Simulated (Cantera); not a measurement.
A closed system holds: 1 mol HI, 4.5 mol H2O, 10 mol N2, held at 2823 K and 1350 Torr.

Cantera equilibrium calculation (NASA polynomials, part measured and part estimated; ideal gas, pure solids and liquids). Candidate condensed phases: H2O, I2; 27 gas species. The numbers say what is thermodynamically allowed, not how fast it happens.

Base state: N2 0.604, H2O 0.233, I 0.0583, H2 0.0526, OH 0.0192, H 0.0152, O2 0.00614, NO 0.00569 (mole fractions); condensed: gas only.

Q: What changes in the equilibrium state with this change: pressure from 1350 Torr to 0.360 Torr?

A: 
```tsv
species	before	after
N2	0.604	0.399
H	0.0152	0.376
O	0.00347	0.163
H2O	0.233	0.000478
H2	0.0526	0.00864
OH	0.0192	0.00597
I	0.0583	0.0400
I2	1.12e-5	1.41e-9
HI	0.00238	1.08e-5
N	2.40e-6	0.000119
O2	0.00614	0.00361
NO	0.00569	0.00354
```
